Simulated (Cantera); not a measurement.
**Equilibrium for hydrogen reduction and annealing atmospheres: FeS2 + H2 + H2O**

Input: 1 mol FeS2, 360 mol H2, 6.4 mol H2O, at 360000 Pa.

Cantera equilibrium calculation (NASA polynomials, part measured and part estimated; ideal gas, pure solids and liquids). Candidate condensed phases: Fe, FeO, Fe(OH)2, Fe(OH)3, FeS, FeSO4, FeS2, Fe2O3, Fe2(SO4)3, Fe3O4, H2O, H2SO4, S; 22 gas species. The numbers say what is thermodynamically allowed, not how fast it happens.

```json
[
 {"T (K)": "1273", "x H2": "0.977", "x H2O": "0.0175", "x H2S": "0.00546", "x H": "3.72e-7", "x SH": "1.23e-6", "n Fe(γ)": "1.00", "n Fe(δ)": "0", "n Fe(l)": "0"},
 {"T (K)": "1348", "x H2": "0.977", "x H2O": "0.0175", "x H2S": "0.00546", "x H": "1.21e-6", "x SH": "2.92e-6", "n Fe(γ)": "1.000", "n Fe(δ)": "0", "n Fe(l)": "0"},
 {"T (K)": "1423", "x H2": "0.977", "x H2O": "0.0175", "x H2S": "0.00545", "x H": "3.46e-6", "x SH": "6.34e-6", "n Fe(γ)": "1.000", "n Fe(δ)": "0", "n Fe(l)": "0"},
 {"T (K)": "1498", "x H2": "0.977", "x H2O": "0.0175", "x H2S": "0.00544", "x H": "8.95e-6", "x SH": "1.27e-5", "n Fe(γ)": "1.000", "n Fe(δ)": "0", "n Fe(l)": "0"},
 {"T (K)": "1573", "x H2": "0.977", "x H2O": "0.0175", "x H2S": "0.00543", "x H": "2.12e-5", "x SH": "2.38e-5", "n Fe(γ)": "1.000", "n Fe(δ)": "0", "n Fe(l)": "0"},
 {"T (K)": "1648", "x H2": "0.977", "x H2O": "0.0175", "x H2S": "0.00541", "x H": "4.64e-5", "x SH": "4.22e-5", "n Fe(γ)": "1.000", "n Fe(δ)": "0", "n Fe(l)": "0"},
 {"T (K)": "1723", "x H2": "0.977", "x H2O": "0.0175", "x H2S": "0.00538", "x H": "9.50e-5", "x SH": "7.07e-5", "n Fe(γ)": "0", "n Fe(δ)": "0.999", "n Fe(l)": "0"},
 {"T (K)": "1798", "x H2": "0.977", "x H2O": "0.0175", "x H2S": "0.00533", "x H": "0.000183", "x SH": "0.000113", "n Fe(γ)": "0", "n Fe(δ)": "0.997", "n Fe(l)": "0"},
 {"T (K)": "1873", "x H2": "0.977", "x H2O": "0.0175", "x H2S": "0.00526", "x H": "0.000336", "x SH": "0.000174", "n Fe(γ)": "0", "n Fe(δ)": "0", "n Fe(l)": "0.992"},
 {"T (K)": "1948", "x H2": "0.976", "x H2O": "0.0175", "x H2S": "0.00516", "x H": "0.000589", "x SH": "0.000256", "n Fe(γ)": "0", "n Fe(δ)": "0", "n Fe(l)": "0.980"},
 {"T (K)": "2023", "x H2": "0.976", "x H2O": "0.0174", "x H2S": "0.00503", "x H": "0.000989", "x SH": "0.000364", "n Fe(γ)": "0", "n Fe(δ)": "0", "n Fe(l)": "0.952"},
 {"T (K)": "2098", "x H2": "0.975", "x H2O": "0.0174", "x H2S": "0.00487", "x H": "0.00160", "x SH": "0.000499", "n Fe(γ)": "0", "n Fe(δ)": "0", "n Fe(l)": "0.894"}
]
```
x: gas mole fraction; n: condensed amount in mol.

From 1273 K to 1648 K the condensed part is Fe(γ). From 1723 K to 1798 K the condensed part is Fe(δ). From 1873 K to 2098 K the condensed part is Fe(l).
